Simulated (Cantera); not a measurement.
A jet of CH4 : O2 : N2 = 0.066 : 0.14 : 0.79 (molar parts) at 300 K and 48000 Pa hits a platinum plate 2.7 cm away at a mass flux of 0.025 kg/m²/s; the plate temperature is set and raised in steps from an oxygen-covered start.

Computed with Cantera and Deutschmann's 1995 Pt surface mechanism with GRI-Mech 3.0 gas chemistry. Catalytic surfaces can have several steady states; this one follows from the mechanism file's or the stated starting coverage.

One state of this run: wall x CH4 = 0.00221; wall x O2 = 0.00482; wall x H2O = 0.118; wall x OH = 8.02e-7; wall x CO = 3.67e-6; wall x CO2 = 0.0786; θ free Pt = 0.578; θ O* = 0.418; θ OH* = 0.00384. x: mole fraction at the wall; θ: surface coverage.

Q: Which value of plate T (K) does it belong to?
A) 1150
B) 950
C) 1100
D) 900

A: C, 1100
